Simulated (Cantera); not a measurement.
**Equilibrium for carbothermic reduction: Fe3O4 + CH4 + CO**

Input: 1 mol Fe3O4, 1.3 mol CH4, 1 mol CO, at 1150 °C and 17.0 Pa.

Method: chemical equilibrium by Gibbs-energy minimisation in Cantera with the NASA 1993 tables (ideal gas, pure condensed phases). Candidate condensed phases: C, C6H6, C7H8, C8H18, Fe, Fe(CO)5, FeO, Fe(OH)2, Fe(OH)3, Fe2O3, Fe3O4, H2O; 114 gas species. Mutual solubility and eutectic melting of coexisting phases are not modelled. The tables' stoichiometric FeO is somewhat more stable than real wüstite, so its field is too wide. FeO: taken at fixed stoichiometry. Rates play no part.

```yaml
x(CO): 0.401
x(H2): 0.383
x(H2O): 0.148
x(CO2): 0.0682
x(H): 0.000315
x(Fe): 0.000157
x(OH): 2.64e-6
x(Fe(OH)2): 1.05e-6
n(Fe(γ)): 1.36 mol
n(FeO(s)): 1.64 mol
gas_amount: 4.902 mol
log10 activity of C(graphite) (absent): -6.26
log10 activity of Fe(OH)2(s) (absent): -10.09
log10 activity of Fe(OH)3(s) (absent): -17.46
```
